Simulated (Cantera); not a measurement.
Input: 1 mol B, 6.6 mol H2O, 7.1 mol N2, equilibrated at 1048.15 K and 1330 Pa.

Method: chemical equilibrium by Gibbs-energy minimisation in Cantera with the NASA 1993 tables (ideal gas, pure condensed phases). Candidate condensed phases: B, BN, B2O3, B3O3H3, H2O; 39 gas species. Gases not in the tables: H3BO3. Kinetics and transport are ignored.

Base state: N2 0.518, H2O 0.371, H2 0.110, (HBO2)3 0.000576, HBO2 0.000361 (mole fractions); condensed: B2O3(l).

### Question
What changes in the equilibrium state with this change: 0.4 mol Cl2 added?

### Answer
| species | before | after |
|---|---|---|
| N2 | 0.518 | 0.504 |
| H2O | 0.371 | 0.361 |
| H2 | 0.110 | 0.0780 |
| HCl | 0 | 0.0567 |
| (HBO2)3 | 0.000576 | 0.000552 |
| HBO2 | 0.000361 | 0.000356 |
| B2O3(l), mol | 0.486 | 0.486 |
Further candidate phases: NH4Cl.
